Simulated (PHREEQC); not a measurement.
Dissolve 0.0017 mol/kgw Pb(NO3)2, 0.0032 mol/kgw H3AsO4 and 9e-05 mol/kgw HCl at 25 °C. Closed to the air; pH follows from the charge balance.

Model: ion-association model, wateq4f.dat, run in PHREEQC.

```
quantity                   before     after
------------------------  -------  --------
pH                           2.66      2.67
ionic strength (mol/kgw)  0.00736   0.00755
Cl- (mol/kgw)             8.61e-5  0.000172
```

Problem. Name the change that produced these shifts.
A) H3AsO4 from 0.0032 to 0.0016 mol/kgw
B) Pb(NO3)2 left out
C) H3AsO4 left out
D) HCl replaced by ZnCl2 at the same molality

Solution. D, HCl replaced by ZnCl2 at the same molality

No solid was allowed to form. The database has no arsenate complexes of Pb, Zn.
